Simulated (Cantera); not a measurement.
A closed system holds: 1 mol Al2O3, 26 mol H2, at 19.0 Pa.

These are equilibrium values from Cantera (NASA tables, ideal gas, pure condensed phases), not measurements of a reactor. Candidate condensed phases: Al, Al2O3, H2O; 19 gas species. The numbers say what is thermodynamically allowed, not how fast it happens.

Which condensed phases are stable at each of these points (T (°C)): 1302, 1402, 1502, 1602, 1702, 1802, 1902, 2002, 2102?


```tsv
T (°C)	condensed phases	Al condensed (%)
1302	Al2O3(s)	100.0
1402	Al2O3(s)	99.9
1502	Al2O3(s)	99.8
1602	Al2O3(s)	99.3
1702	Al2O3(s)	98.1
1802	Al2O3(s)	95.1
1902	Al2O3(s)	88.6
2002	Al2O3(s)	74.6
2102	Al2O3(l)	43.2
```

From 1302 °C to 2002 °C the condensed part is Al2O3(s). At 2102 °C the condensed part is Al2O3(l).
